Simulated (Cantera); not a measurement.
A closed system holds: 1 mol Cu, 8.1 mol HF, equilibrated at 34.0 Pa.

Equilibrium computed with Cantera from the NASA thermochemical tables; the gas is ideal and each condensed phase is pure. Candidate condensed phases: Cu, CuF2; 15 gas species. The numbers say what is thermodynamically allowed, not how fast it happens.

x: gas mole fraction; n: condensed amount in mol.

```
T (°C)   x HF      x Cu     x CuF        x H2       x H  n Cu(s)  n Cu(l)
------  -----  --------  --------  ----------  --------  -------  -------
127     1.000    <1e-12    <1e-12      <1e-12    <1e-12     1.00        0
227      1.00    <1e-12    <1e-12  (withheld)    <1e-12     1.00        0
327      1.00    <1e-12  1.10e-11  (withheld)    <1e-12     1.00        0
427      1.00    <1e-12   1.69e-9  (withheld)    <1e-12     1.00        0
527      1.00  1.98e-12   6.78e-8  (withheld)    <1e-12    1.000        0
627     1.000  5.30e-10   1.19e-6  (withheld)  4.90e-12    1.000        0
727     1.000   4.59e-8   1.17e-5  (withheld)  2.98e-10    1.000        0
827     1.000   1.75e-6   7.58e-5  (withheld)   8.64e-9    0.999        0
927     0.999   3.61e-5  0.000358  (withheld)   1.43e-7    0.997        0
1027    0.998  0.000464   0.00132  (withheld)   1.54e-6    0.986        0
1127    0.990   0.00397   0.00393  (withheld)   1.17e-5        0    0.936
1227    0.961    0.0242   0.00961  (withheld)   6.59e-5        0    0.718
```

**Question.** What belongs in the gaps?

**Answer.** 
- 227, x H2: 1.69e-12
- 327, x H2: 7.62e-12
- 427, x H2: 8.57e-10
- 527, x H2: 3.41e-8
- 627, x H2: 5.96e-7
- 727, x H2: 5.87e-6
- 827, x H2: 3.79e-5
- 927, x H2: 0.000179
- 1027, x H2: 0.000660
- 1127, x H2: 0.00196
- 1227, x H2: 0.00477
